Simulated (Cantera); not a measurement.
What does this Cantera script print?

```python
import numpy as np
import cantera as ct

gas_names = """
    CL CL2 H HCL H2 N NH NH2 NH3 N2 N2H2 N2H4 Si SiCL SiCL2 SiCL3 SiCL4 SiH SiHCL3 SiH2 SiH2CL2 SiH3
    SiH3CL SiH4 SiN Si2 Si2N Si3
""".split()
cond_names = """
    NH4CL(a) NH4CL(b) Si(cr) Si(L) Si3N4(a)
""".split()


# ... load() reads the species with a 1 bar reference pressure and builds the phases ...
atoms = {
    'SiCl4': {'Si': 1, 'CL': 4},
    'HCl': {'H': 1, 'CL': 1},
    'N2': {'N': 2},
}
top_T = {'Si3N4(a)': 2400}  # K; cautious upper limits of use, not melting points


# ... equilibrate(T, P, feed) seeds the gas with the atoms and calls Mixture.equilibrate('TP', solver="vcs", rtol=1e-11, max_steps=5000) ...
results = []
feed = {'SiCl4': 1, 'HCl': 1.6, 'N2': 130}  # mol
T = 1523  # K
P = 10000  # Pa
mix = equilibrate(T, P, feed)
results.append((T, P, feed, dict(zip(mix.species_names, mix.species_moles))))
print(gas.report(threshold=0.0001))
for i in range(1, mix.n_phases):
    print(f"{mix.phase(i).name:16s} {mix.phase_moles(i):12.5e} mol")
```

Output:

```
       temperature   1523 K
          pressure   10000 Pa
           density   0.023036 kg/m^3
  mean mol. weight   29.171 kg/kmol
   phase of matter   gas

                          1 kg             1 kmol
                     ---------------   ---------------
          enthalpy         1.162e+06        3.3895e+07  J
   internal energy        7.2786e+05        2.1232e+07  J
           entropy            9060.4         2.643e+05  J/K
    Gibbs function       -1.2637e+07       -3.6863e+08  J
 heat capacity c_p              1212             35356  J/K
 heat capacity c_v            927.02             27042  J/K

                      mass frac. Y      mole frac. X     chem. pot. / RT
                     ---------------   ---------------   ---------------
                CL        0.00062928        0.00051781           -22.388
               HCL          0.015068          0.012056           -39.459
                N2           0.94103           0.97988           -28.382
             SiCL3         0.0018166        0.00039418           -86.961
             SiCL4          0.041219         0.0070777           -109.35
     [  +23 minor]        0.00023727        7.3446e-05

Si(cr)            0.00000e+00 mol
Si3N4(a)          0.00000e+00 mol
```

These are equilibrium values from Cantera (NASA tables, ideal gas, pure condensed phases), not measurements of a reactor. The tables' values for SiCl3 are old estimates; treat these amounts as uncertain.
